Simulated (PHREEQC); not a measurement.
A solution holds 2.2 mmol/kgw CuCl2 and 0.79 mmol/kgw Na2SO4, at 25 °C. Closed to the air; pH follows from the charge balance.

The numbers come from PHREEQC with the ion-association model, wateq4f.dat.

This is a speciation only: nothing precipitates in the calculation.

Order these Cu species by the share of Cu that they hold, largest first: Cu2(OH)2+2, CuCl+, CuSO4, Cu+2.

Cu+2 (93 %), CuSO4 (5.9 %), CuCl+ (0.76 %), Cu2(OH)2+2 (0.22 %)

Order these S species by the share of S that they hold, largest first: CuSO4, SO4-2, NaSO4-.

SO4-2 (83 %), CuSO4 (17 %), NaSO4- (0.45 %)

The pH is 5.14 and the ionic strength 0.00840 mol/kgw. Saturation is exceeded, for instance for Brochantite, Antlerite; the values hold only as long as no solid forms. Species that the database lacks are ignored.
